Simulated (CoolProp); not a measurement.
Vapour-liquid equilibrium of R113 (1) + acetone (2) at 287.7 K; x and y are mole fractions of (1).

The numbers come from the multi-fluid Helmholtz-energy mixture model, Marx 1992 and Lemmon 2006; pair parameters Bell 2016 in CoolProp.

| x | bubble pressure, mixture model (MPa) | bubble pressure, Raoult's law (MPa) | y, mixture model | y, Raoult's law |
|---|---|---|---|---|
| 0.05 | 0.02213 | 0.01971 | 0.171 | 0.074 |
| 0.125 | 0.02547 | 0.02046 | 0.326 | 0.178 |
| 0.2 | 0.02786 | 0.02120 | 0.422 | 0.275 |
| 0.275 | 0.02955 | 0.02195 | 0.487 | 0.366 |
| 0.35 | 0.03075 | 0.02270 | 0.535 | 0.450 |
| 0.425 | 0.03159 | 0.02345 | 0.574 | 0.529 |
| 0.5 | 0.03218 | 0.02420 | 0.608 | 0.603 |
| 0.575 | 0.03256 | 0.02495 | 0.639 | 0.673 |
| 0.65 | 0.03277 | 0.02570 | 0.672 | 0.738 |
| 0.725 | 0.03278 | 0.02645 | 0.710 | 0.800 |
| 0.8 | 0.03253 | 0.02720 | 0.756 | 0.859 |
| 0.875 | 0.03188 | 0.02794 | 0.819 | 0.914 |
| 0.95 | 0.03060 | 0.02869 | 0.910 | 0.967 |

The largest gap from Raoult's law is +35.5 % in bubble pressure, at x = 0.35. y crosses x between x = 0.65 and 0.725: the model has an azeotrope there.

Pair parameters are fitted to limited data, so mixtures are less certain than the pure fluids.
